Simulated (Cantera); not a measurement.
Feed: 1 mol SiH₂Cl₂, 40 mol N₂, held at 1125 K and 101000 Pa.

Cantera equilibrium calculation (NASA polynomials, part measured and part estimated; ideal gas, pure solids and liquids). Candidate condensed phases: NH₄Cl, Si, Si₃N₄; 28 gas species. N₂ is the only nitrogen source here; it is nearly inert below about 1500 K, so the nitride shown seldom forms there in practice. The tables' values for SiCl₃ are old estimates; treat these amounts as uncertain. The numbers say what is thermodynamically allowed, not how fast it happens.

Base state: N₂ 0.955, HCl 0.0329, H₂ 0.00778, SiCl₄ 0.00387, SiHCl₃ 1.59e-5, SiCl₃ 1.30e-5 (mole fractions); condensed: Si₃N₄(s).

**Question.** What changes in the equilibrium state with this change: N₂ from 40 to 150 mol?

**Answer.** 
```
species         before     after
-------------  -------  --------
N₂               0.955     0.988
HCl             0.0329    0.0100
H₂             0.00778   0.00159
SiCl₄          0.00387  0.000790
SiHCl₃         1.59e-5   2.17e-6
SiCl₃          1.30e-5   3.92e-6
Si₃N₄(s), mol    0.280     0.293
```
